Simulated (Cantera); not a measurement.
Feed: 1 mol SiF₄, 7.5 mol N₂O, 2.4 mol N₂, 29 mol NO, at 10.0 mbar.

Cantera equilibrium calculation (NASA polynomials, part measured and part estimated; ideal gas, pure solids and liquids). Candidate condensed phases: Si, SiO₂, Si₂N₂O, Si₃N₄; 28 gas species. The tables' values for SiF₃, SiO₂ are old estimates; treat these amounts as uncertain. The tables hold silica as quartz up to 1696 K and as liquid above; real silica turns to tridymite and cristobalite and melts near 1996 K. Rates play no part.

Problem. At 1727 °C, list the 4 most abundant gas species with their mole fractions, and the condensed phases.

Solution. N₂ 0.553, O₂ 0.410, SiF₄ 0.0226, NO 0.00897. Condensed: SiO₂(l).
